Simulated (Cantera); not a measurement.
**Halide evaporation, hydrolysis and transport: NaCl + H2**

A closed system holds: 1 mol NaCl, 280 mol H2, held at 100000 Pa.

These are equilibrium values from Cantera (NASA tables, ideal gas, pure condensed phases), not measurements of a reactor. Candidate condensed phases: Na, NaCl; 10 gas species. Equilibrium is a limit: real reactors are often held back by kinetics, nucleation or transport.

| T (°C) | x H2 | x NaCl | x HCl | x Na | x H | x Na2Cl2 | n NaCl(s) | n NaCl(l) |
|---|---|---|---|---|---|---|---|---|
| 375 | 1.00 | 3.34e-11 | 1.06e-12 | 1.07e-12 | <1e-12 | 3.28e-12 | 1.00 | 0 |
| 475 | 1.00 | 8.45e-9 | 1.93e-10 | 1.92e-10 | <1e-12 | 1.46e-9 | 1.000 | 0 |
| 575 | 1.000 | 5.57e-7 | 1.00e-8 | 9.98e-9 | 1.90e-11 | 1.44e-7 | 1.000 | 0 |
| 675 | 1.000 | 1.47e-5 | 2.22e-7 | 2.21e-7 | 5.24e-10 | 5.09e-6 | 0.993 | 0 |
| 775 | 1.000 | 0.000201 | 2.68e-6 | 2.67e-6 | 7.72e-9 | 8.65e-5 | 0.895 | 0 |
| 875 | 0.998 | 0.00138 | 1.87e-5 | 1.86e-5 | 7.16e-8 | 0.000567 | 0 | 0.289 |
| 975 | 0.997 | 0.00268 | 5.91e-5 | 5.88e-5 | 4.66e-7 | 0.000410 | 0 | 0 |
| 1075 | 0.996 | 0.00315 | 0.000129 | 0.000128 | 2.31e-6 | 0.000139 | 0 | 0 |
| 1175 | 0.996 | 0.00323 | 0.000238 | 0.000237 | 9.20e-6 | 4.39e-5 | 0 | 0 |
| 1275 | 0.996 | 0.00313 | 0.000397 | 0.000394 | 3.07e-5 | 1.45e-5 | 0 | 0 |
| 1375 | 0.996 | 0.00294 | 0.000609 | 0.000605 | 8.89e-5 | 5.11e-6 | 0 | 0 |
| 1475 | 0.995 | 0.00268 | 0.000875 | 0.000869 | 0.000228 | 1.89e-6 | 0 | 0 |
| 1575 | 0.995 | 0.00237 | 0.00118 | 0.00118 | 0.000529 | 7.21e-7 | 0 | 0 |
| 1675 | 0.994 | 0.00203 | 0.00152 | 0.00151 | 0.00113 | 2.79e-7 | 0 | 0 |
x: gas mole fraction; n: condensed amount in mol.

From 375 °C to 775 °C the condensed part is NaCl(s). At 875 °C the condensed part is NaCl(l). From 975 °C to 1675 °C nothing is condensed.
